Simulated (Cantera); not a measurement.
What does this Cantera script print?

```python
import numpy as np
import cantera as ct

gas_names = """
    C CN CO CO2 C2 CCN CNC C2N2 C2O C3 C3O2 C4 C4N2 C5 N NCO NO NO2 NO3 N2 N2O O O2 O3 Si SiC SiC2 SiN
    SiO SiO2 Si2 Si2C Si2N Si3
""".split()
cond_names = """
    C(gr) Si(cr) Si(L) SiC(b) SiO2(Lqz) SiO2(hqz) SiO2(L) Si2N2O(s) Si3N4(a)
""".split()


# ... load() reads the species with a 1 bar reference pressure and builds the phases ...
atoms = {
    'SiC': {'Si': 1, 'C': 1},
    'O2': {'O': 2},
    'N2': {'N': 2},
}
top_T = {'C(gr)': 4500, 'SiC(b)': 3050, 'Si2N2O(s)': 2100, 'Si3N4(a)': 2400}  # K; cautious upper limits of use, not melting points


# ... equilibrate(T, P, feed) seeds the gas with the atoms and calls Mixture.equilibrate('TP', solver="vcs", rtol=1e-11, max_steps=5000) ...
results = []
feed = {'SiC': 1, 'O2': 0.019, 'N2': 700}  # mol
P = 330000  # Pa
for T in [1050, 1150, 1250, 1350, 1450, 1550, 1650, 1750, 1850, 1950, 2050, 2150]:
    mix = equilibrate(T, P, feed)
    results.append((T, P, feed, dict(zip(mix.species_names, mix.species_moles))))
    x = sorted(zip(gas.X, gas.species_names), reverse=True)
    print(f"T = {T:g} K  P = {P:g} Pa  gas = {mix.phase_moles(0):.4g} mol")
    print("   x: " + "  ".join(f"{s} {v:.3e}" for v, s in x if v > 0.0001))
    print("   condensed (mol): " + ("  ".join(f"{mix.phase(i).name} {mix.phase_moles(i):.4g}"
          for i in range(1, mix.n_phases) if mix.phase_moles(i) > 1e-12) or "none"))
```

Output:

```
T = 1050 K  P = 330000 Pa  gas = 699.3 mol
   x: N2 1.000e+00
   condensed (mol): C(gr) 1  Si2N2O(s) 0.038  Si3N4(a) 0.308
T = 1150 K  P = 330000 Pa  gas = 699.3 mol
   x: N2 1.000e+00
   condensed (mol): C(gr) 1  Si2N2O(s) 0.03799  Si3N4(a) 0.308
T = 1250 K  P = 330000 Pa  gas = 699.3 mol
   x: N2 1.000e+00
   condensed (mol): C(gr) 0.9999  Si2N2O(s) 0.03785  Si3N4(a) 0.3081
T = 1350 K  P = 330000 Pa  gas = 699.3 mol
   x: N2 1.000e+00
   condensed (mol): C(gr) 0.9985  Si2N2O(s) 0.03648  Si3N4(a) 0.309
T = 1450 K  P = 330000 Pa  gas = 699.4 mol
   x: N2 1.000e+00
   condensed (mol): C(gr) 0.9886  Si2N2O(s) 0.02664  Si3N4(a) 0.3156
T = 1550 K  P = 330000 Pa  gas = 699.4 mol
   x: N2 9.999e-01
   condensed (mol): C(gr) 0.962  Si3N4(a) 0.3333
T = 1650 K  P = 330000 Pa  gas = 699.4 mol
   x: N2 9.999e-01
   condensed (mol): C(gr) 0.962  Si3N4(a) 0.3333
T = 1750 K  P = 330000 Pa  gas = 699.4 mol
   x: N2 9.999e-01
   condensed (mol): C(gr) 0.9619  Si3N4(a) 0.3333
T = 1850 K  P = 330000 Pa  gas = 700 mol
   x: N2 9.999e-01
   condensed (mol): SiC(b) 0.9618  Si3N4(a) 0.01262
T = 1950 K  P = 330000 Pa  gas = 700 mol
   x: N2 9.999e-01
   condensed (mol): SiC(b) 0.9626  Si3N4(a) 0.01185
T = 2050 K  P = 330000 Pa  gas = 700 mol
   x: N2 9.999e-01
   condensed (mol): SiC(b) 0.9649  Si3N4(a) 0.008562
T = 2150 K  P = 330000 Pa  gas = 700.1 mol
   x: N2 9.999e-01
   condensed (mol): SiC(b) 0.9658
```

Cantera equilibrium calculation (NASA polynomials, part measured and part estimated; ideal gas, pure solids and liquids). N2 is the only nitrogen source here; it is nearly inert below about 1500 K, so the nitride shown seldom forms there in practice. Mutual solubility and eutectic melting of coexisting phases are not modelled.
